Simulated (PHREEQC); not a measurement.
Model water analysis in mmol/kgw, 25 °C, pH 6.3: Na 570; K 4.03; Ca 10.9; Mg 36.5; Cl 545; S(6) 57.5; Alkalinity (meq/kgw) 2.17e-07; Li 4.33.

Valence states are taken as typed.

Model: Pitzer model, pitzer.dat, run in PHREEQC.

```csv
quantity,before,after
ionic strength (mol/kgw),0.771,1.32
HCO3- (mol/kgw),9.49e-7,6.28e-7
CO2 (mol/kgw),5.67e-7,3.76e-7
HSO4- (mol/kgw),3.74e-7,2.32e-7
MgOH+ (mol/kgw),2.76e-8,4.48e-8
CO3-2 (mol/kgw),5.86e-10,7.62e-10
SI of Gypsum (CaSO4:2H2O),-0.39,-0.34
SI of Halite (NaCl),-2.46,-1.98
```

### Question
Name the change that produced these shifts.
A) temperature from 25 to 60 °C at the same typed pH
B) Cl from 545 to 1640 mmol/kgw
C) pH from 6.3 to 6.6 at the same alkalinity

### Answer
B, Cl from 545 to 1640 mmol/kgw

No solid was allowed to form.
